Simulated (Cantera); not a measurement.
Hydrocarbon pyrolysis for carbon deposition

A perfectly stirred reactor is fed with 82.0 % C2H4, 18.0 % H2, at 0.0263 atm; it is held at 1650 K, and followed from long to short residence time.

Detailed kinetics in Cantera: GRI-Mech 3.0 (53 species, 325 reactions). GRI-Mech 3.0 was tuned for natural gas; its chemistry of ethylene as a main component is partial and can be far from experiment. GRI-Mech 3.0 stops at C3 and has no aromatics, soot or wall deposition, so with more carbon than oxygen in the feed, carbon stays in small species such as C2H2 where larger ones or solid carbon would form. Radical loss at walls, strong at low pressure, is not modelled.

```tsv
τ (s)	x C2H4	x H2	x C2H	x C2H6	x CH4	x CH3	x CH2
8.8	0.000828	0.548	1.25e-6	1.93e-8	0.000910	1.18e-5	7.67e-9
3.2	0.00171	0.548	9.51e-7	3.00e-8	0.000570	5.62e-6	3.18e-9
1.2	0.00551	0.547	5.66e-7	7.28e-8	0.000357	2.12e-6	1.60e-9
0.43	0.0229	0.539	2.87e-7	1.91e-7	0.000236	7.45e-7	2.25e-9
0.16	0.0794	0.514	1.56e-7	4.02e-7	0.000156	3.23e-7	4.37e-9
0.057	0.224	0.449	8.80e-8	6.68e-7	8.50e-5	1.82e-7	8.60e-9
0.021	0.444	0.349	4.76e-8	7.39e-7	3.37e-5	1.29e-7	1.46e-8
0.0077	0.647	0.258	1.87e-8	5.01e-7	8.51e-6	8.07e-8	1.80e-8
0.0028	0.758	0.208	4.07e-9	2.01e-7	1.29e-6	3.37e-8	1.23e-8
0.0010	0.799	0.190	5.59e-10	5.23e-8	1.29e-7	9.37e-9	4.85e-9
```
x: mole fraction; the columns are a selection and need not sum to one.
